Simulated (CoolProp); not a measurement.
The fluid at 298.15 K and 1.26 MPa flows at 0.094 m/s in a round tube of 10 mm bore and 1.5 µm roughness, fully developed (64/Re and Nu = 3.66 if laminar; Colebrook and Gnielinski if turbulent). The same conditions are run with several fluids, on thermodynamics alone (safety and materials aside).

Values from CoolProp's reference Helmholtz-energy equation of state of each fluid (methanol: de Reuck 1993; n-octane: Beckmüller 2019; R134a: Tillner-Roth 1994).

Problem. Rank methanol, n-octane, R134a by Reynolds number, highest first.

Solution. R134a (5770), methanol (1350), n-octane (1270)

```csv
fluid,Darcy friction factor,pressure drop (Pa/m),heat-transfer coefficient (W/(m² K)),mass flow (kg/h)
methanol,0.0473,16.5,73.5,20.9
n-octane,0.0504,15.6,45.8,18.6
R134a,0.0361,19.3,288,32.2
```

Transport values come from each fluid's own correlations; those of R134a are estimates that may be off by 10 % or more.
